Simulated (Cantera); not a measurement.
A closed system holds: 1 mol Cu2O, a varied amount of H2, equilibrated at 1627 °C and 0.330 bar.

Equilibrium computed with Cantera from the NASA thermochemical tables; the gas is ideal and each condensed phase is pure. Candidate condensed phases: Cu, CuO, Cu(OH)2, Cu2O, H2O; 12 gas species. Kinetics and transport are ignored.

Which condensed phases are stable at each of these points (n(H2) (mol)): 150, 250, 340, 440, 530, 620, 720, 810, 910, 1000?


| n(H2) (mol) | condensed phases | Cu condensed (%) |
|---|---|---|
| 150 | Cu(l) | 62.9 |
| 250 | Cu(l) | 38.1 |
| 340 | Cu(l) | 15.8 |
| 440 | gas only | 0.0 |
| 530 | gas only | 0.0 |
| 620 | gas only | 0.0 |
| 720 | gas only | 0.0 |
| 810 | gas only | 0.0 |
| 910 | gas only | 0.0 |
| 1000 | gas only | 0.0 |

From 150 mol H2 to 340 mol H2 the condensed part is Cu(l). From 440 mol H2 to 1000 mol H2 nothing is condensed.
